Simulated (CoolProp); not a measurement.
Saturation properties of tetrahydrofuran (Tc = 540.2 K, pc = 53.04 bar, ω = 0.234).

Model: reference Helmholtz-energy equation of state, Fiedler 2023, in CoolProp.

```csv
T (K),p (bar),liquid density (kg/m³),enthalpy of vaporisation (kJ/kg),liquid cp (kJ/(kg K)),vapour Z
261.6,0.03319,921.5,471.2,1.604,0.9981
273.3,0.06453,909.0,463.0,1.639,0.9967
285,0.1177,896.3,454.9,1.678,(withheld)
296.7,0.2029,883.5,446.7,1.719,0.9918
308.3,0.3320,870.7,438.6,1.761,0.9879
320,0.5227,857.6,430.3,1.807,0.9829
331.7,0.7928,844.3,421.8,1.854,0.9766
343.4,(withheld),830.7,413.1,1.902,0.9688
355,1.653,817.0,404.2,1.952,0.9595
366.7,2.296,802.9,394.9,2.004,(withheld)
378.4,3.116,788.4,385.2,2.057,0.9355
390,4.132,773.6,(withheld),2.112,0.9208
```

Task: Fill in the missing entries.

Result: 
- 285, vapour Z: 0.9946
- 343.4, p (bar): 1.163
- 366.7, vapour Z: 0.9484
- 390, enthalpy of vaporisation (kJ/kg): 375.1

It boils at 339.1 K under 1 atm.
